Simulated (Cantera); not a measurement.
Charge: 1 mol CaF2, 2 mol O2, 31 mol H2, held at 1350 K and 1.30e-5 bar.

Cantera equilibrium calculation (NASA polynomials, part measured and part estimated; ideal gas, pure solids and liquids). Candidate condensed phases: Ca, CaF2, CaO, Ca(OH)2, H2O; 29 gas species. Kinetics and transport are ignored.

Base state: H2 0.843, H2O 0.0938, HF 0.0623, H 0.000607, CaF2 0.000113 (mole fractions); condensed: CaO(s).

Question: What changes in the equilibrium state with this change: temperature from 1350 K to 1098 K?

Answer: 
| species | before | after |
|---|---|---|
| H2 | 0.843 | 0.860 |
| H2O | 0.0938 | 0.115 |
| HF | 0.0623 | 0.0256 |
| CaF2 | 0.000113 | 9.11e-7 |
| H | 0.000607 | 6.36e-6 |
| CaO(s), mol | 0.996 | 0.402 |
| CaF2(s), mol | 0 | 0.598 |
Mutual solubility and eutectic melting of coexisting phases are not modelled.

Question: What changes in the equilibrium state with this change: CaF2 replaced by MgF2?

Answer: 
```
species        before     after
-----------  --------  --------
H2              0.843     0.843
H2O            0.0938    0.0937
HF             0.0623    0.0625
CaF2         0.000113         0
H            0.000607  0.000607
CaO(s), mol     0.996         0
MgO(s), mol         0     0.999
```
Further candidate phases: Mg, MgF2, MgO, Mg(OH)2.

Question: What changes in the equilibrium state with this change: O2 from 2 to 0.32 mol?

Answer: 
| species | before | after |
|---|---|---|
| H2 | 0.843 | 0.955 |
| HF | 0.0623 | 0.0385 |
| CaF2 | 0.000113 | 0.00455 |
| H2O | 0.0938 | 0.000894 |
| CaF | 3.67e-7 | 2.53e-5 |
| H | 0.000607 | 0.000646 |
| CaO(s), mol | 0.996 | 0.612 |
| CaF2(s), mol | 0 | 0.243 |
Mutual solubility and eutectic melting of coexisting phases are not modelled.
